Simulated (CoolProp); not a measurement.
A Linde-Hampson liquefier for ethane: isothermal reversible compression at 320 K from 1 atm to 10 MPa, throttling to 1 atm, return gas leaving the recuperator 2 K below the feed. Each further row changes one setting.

Computed with CoolProp (reference Helmholtz-energy equation of state, Bücker 2006).

| case | liquid yield per pass | compression work (kJ/kg of gas) |
|---|---|---|
| as stated | ___ | 338 |
| high pressure 20 MPa | ___ | 366 |
| warm-end temperature 350 K | ___ | ___ |
| warm-end gap 7 K | 0.423 | 338 |

Question: Some entries are withheld; supply them.

Answer: 
- as stated, liquid yield per pass: 0.430
- high pressure 20 MPa, liquid yield per pass: 0.462
- warm-end temperature 350 K, liquid yield per pass: 0.285
- warm-end temperature 350 K, compression work (kJ/kg of gas): 395
